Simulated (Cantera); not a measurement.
Gas mixture: 100 % C2H4, at 0.000178 atm, frozen composition.

Cantera's kinetic-theory transport with the Lennard-Jones parameters of GRI-Mech 3.0, ideal gas; thermal conductivity in the multicomponent form. The composition is frozen, though it would react at the higher temperatures.

D: mixture-averaged diffusion coefficient of that species in the mixture.

```tsv
T (K)	ρ (kg/m³)	cp (J/kg/K)	μ (µPa s)	λ (mW/m/K)	Pr	D (cm²/s) NH3	D (cm²/s) H	D (cm²/s) OH
400	0.000152	1877	13.3	33.5	0.748	1570	8680	2320
550	0.000110	2380	17.7	56.3	0.750	2910	15500	4070
700	8.68e-5	2785	21.7	80.4	0.750	4580	23700	6170
850	7.15e-5	3081	25.2	104	0.750	6540	33200	8590
1000	6.07e-5	3354	28.5	128	0.749	8770	43800	11300
1150	5.28e-5	3563	(withheld)	(withheld)	0.748	(withheld)	(withheld)	(withheld)
1300	4.67e-5	3737	34.4	172	0.747	13900	68400	17600
1450	4.19e-5	3881	37.1	193	0.746	16800	82200	21100
1600	3.80e-5	4000	39.7	(withheld)	0.745	(withheld)	(withheld)	(withheld)
```

**Question.** Some entries are withheld; supply them.

**Answer.** 
- 1150, μ (µPa s): 31.5
- 1150, λ (mW/m/K): 150
- 1150, D (cm²/s) NH3: 11200
- 1150, D (cm²/s) H: 55600
- 1150, D (cm²/s) OH: 14300
- 1600, λ (mW/m/K): 213
- 1600, D (cm²/s) NH3: 20000
- 1600, D (cm²/s) H: 97000
- 1600, D (cm²/s) OH: 24800
